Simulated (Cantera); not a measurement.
Charge: 1 mol B, 1.1 mol O2, 150 mol H2, held at 2.10 Torr.

Equilibrium computed with Cantera from the NASA thermochemical tables; the gas is ideal and each condensed phase is pure. Candidate condensed phases: B, B2O3, B3O3H3, H2O; 23 gas species. The numbers say what is thermodynamically allowed, not how fast it happens. All values below are at 1527 °C.

Base state: H2 0.983, H 0.00671, H2O 0.00409, HBO2 0.00361, HBO 0.00223, BO 0.000271, B2O3 0.000235, B2O2 1.92e-5 (mole fractions); condensed: gas only.

Question: What changes in the equilibrium state with this change: B replaced by BCl3?

Answer: 
```tsv
species	before	after
H2	0.983	0.963
HCl	0	0.0195
H	0.00671	0.00664
Cl	0	0.000103
HBO2	0.00361	0.00357
BOCl	0	4.62e-5
B2O2	1.92e-5	1.86e-5
HBO	0.00223	0.00217
B2O3	0.000235	0.000231
```
The tables' values for BOCl are old estimates; treat these amounts as uncertain.

Question: What changes in the equilibrium state with this change: O2 from 1.1 to 0.37 mol?

Answer: 
```json
[
 {"species": "H2", "before": "0.983", "after": "0.988"},
 {"species": "H", "before": "0.00671", "after": "0.00673"},
 {"species": "HBO", "before": "0.00223", "after": "0.00424"},
 {"species": "H2O", "before": "0.00409", "after": "4.76e-7"},
 {"species": "HBO2", "before": "0.00361", "after": "7.96e-7"},
 {"species": "BH2", "before": "7.78e-9", "after": "0.000129"},
 {"species": "B2O3", "before": "0.000235", "after": "9.80e-8"},
 {"species": "B(s), mol", "before": "0", "after": "0.240"}
]
```
The tables' values for BH2 are old estimates; treat these amounts as uncertain.

Question: What changes in the equilibrium state with this change: pressure from 2.10 Torr to 1.00 Torr?

Answer: 
```tsv
species	before	after
H2	0.983	0.980
H	0.00671	0.00971
H2O	0.00409	0.00413
BO	0.000271	0.000383
HBO2	0.00361	0.00357
B2O2	1.92e-5	1.83e-5
B2O3	0.000235	0.000226
HBO	0.00223	0.00217
```
